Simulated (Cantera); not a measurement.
Boron, boron nitride and boron oxide: B + O₂ + H₂

Charge: 1 mol B, 1.4 mol O₂, 3.3 mol H₂, equilibrated at 1325 K and 53.0 mbar.

Equilibrium computed with Cantera from the NASA thermochemical tables; the gas is ideal and each condensed phase is pure. Candidate condensed phases: B, B₂O₃, B₃O₃H₃, H₂O; 23 gas species. Gases not in the tables: H₃BO₃. Kinetics and transport are ignored.

The x(H₂) is 0.603, the x(H₂O) is 0.386 and the x(HBO₂) is 0.0111. The x((HBO₂)₃) comes out as 0.000419. The x(B₂O₃) comes out as 6.92e-6, the x(H) is 5.52e-6 and the x(HBO) comes out as 2.78e-6. The n(B₂O₃(l)) comes out as 0.479 mol and the gas amount comes out as 3.318 mol. The log10 activity of B(s) (absent) is -8.10 and the log10 activity of B₃O₃H₃(s) (absent) comes out as -16.43.
